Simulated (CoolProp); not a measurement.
Vapour-liquid equilibrium of acetone (1) + cyclohexane (2) at 17.75 °C; x and y are mole fractions of (1).

The numbers come from the multi-fluid Helmholtz-energy mixture model, Lemmon 2006 and Zhou 2014; pair parameters Bell 2016 in CoolProp.

```tsv
x	bubble pressure, mixture model (MPa)	bubble pressure, Raoult's law (MPa)	y, mixture model	y, Raoult's law
0.05	0.01592	0.009946	0.438	0.112
0.125	0.02117	0.01092	…	0.255
0.2	…	0.01189	0.649	0.375
0.275	0.02443	0.01287	…	0.476
0.35	0.02479	0.01384	…	0.563
0.425	0.02492	0.01481	0.681	0.639
0.5	0.02501	0.01579	0.685	0.706
0.575	0.02512	0.01676	…	0.764
0.65	0.02522	0.01773	0.702	0.816
0.725	0.02528	0.01870	…	0.863
0.8	0.02516	0.01968	0.755	0.906
0.875	0.02468	0.02065	0.810	0.944
0.95	0.02356	0.02162	0.902	0.979
```

Problem. Complete the blanks.

Solution. 
- 0.125, y, mixture model: 0.597
- 0.2, bubble pressure, mixture model (MPa): 0.02349
- 0.275, y, mixture model: 0.669
- 0.35, y, mixture model: 0.677
- 0.575, y, mixture model: 0.691
- 0.725, y, mixture model: 0.722

The largest gap from Raoult's law is +97.6 % in bubble pressure, at x = 0.2. y crosses x between x = 0.65 and 0.725: the model has an azeotrope there.

The pair parameters rest on a limited set of measurements; away from them the model extrapolates. With so large a gap from Raoult's law the liquid may split in two, which this calculation doesn't test in full.
